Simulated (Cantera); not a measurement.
Charge: 1 mol Si, 2 mol HBr, 1.7 mol N2, held at 0.0158 Torr.

Method: chemical equilibrium by Gibbs-energy minimisation in Cantera with the NASA 1993 tables (ideal gas, pure condensed phases). Candidate condensed phases: Br2, Si, Si3N4; 28 gas species. N2 is the only nitrogen source here; it is nearly inert below about 1500 K, so the nitride shown seldom forms there in practice. Kinetics and transport are ignored.

Question: Which condensed phases are stable at each of these points (T (K)): 798, 873, 948, 1023, 1098, 1173, 1248, 1323, 1398, 1473, 1548, 1623?

Answer: 
| T (K) | condensed phases | Si condensed (%) |
|---|---|---|
| 798 | Si3N4(s) | 90.1 |
| 873 | Si3N4(s) | 90.4 |
| 948 | Si3N4(s) | 90.7 |
| 1023 | Si3N4(s) | 90.6 |
| 1098 | Si3N4(s) | 88.6 |
| 1173 | Si3N4(s) | 79.5 |
| 1248 | Si3N4(s) | 64.2 |
| 1323 | Si3N4(s) | 48.5 |
| 1398 | Si3N4(s) | 36.1 |
| 1473 | Si(s) | 37.6 |
| 1548 | Si(s) | 44.9 |
| 1623 | Si(s) | 52.3 |

From 798 K to 1398 K the condensed part is Si3N4(s). From 1473 K to 1623 K the condensed part is Si(s).
